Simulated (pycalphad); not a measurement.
Computed with pycalphad from the COST 507 light-alloy database (1999), at 1 atm. The database dates from 1999; later assessments differ in places, in temperatures and in the compounds included. Phase fractions are per mole of atoms.

Problem. Give the equilibrium state of Al-7.188Si-0.6472Mg (wt.%) at 550 K.

Solution. 
```
T = 550.00 K, P = 101325 Pa, N = 1 mol of atoms
G = -17576 J/mol, H = 6281 J/mol, S = 43.38 J/(mol K)  (SER reference)
chemical potentials (J/mol): Al -17725, Si -12177, Mg -50330
phase             fraction      x(Al)      x(Si)      x(Mg)
FCC_A1              0.9242     0.9993   0.000374   0.000281
DIAMOND_A4          0.0654   1.45e-10     1.0000       none
MG2SI               0.0104       none     0.3333     0.6667
```

Problem. Give the equilibrium state of Al-7.188Si-0.6472Mg (wt.%) at 850 K.

Solution. LIQUID, fraction 0.537, with 12.1 Si, 1.1 Mg wt.%; FCC_A1, fraction 0.463, with 1.4 Si, 0.16 Mg wt.%.

Database names, with the compositions (at.%) that they take in these runs: MG2SI: Mg 67 Si 33. FCC_A1 is fcc; DIAMOND_A4 is diamond (Si). An entry "none" or "no" means that the model of the phase leaves that element out.
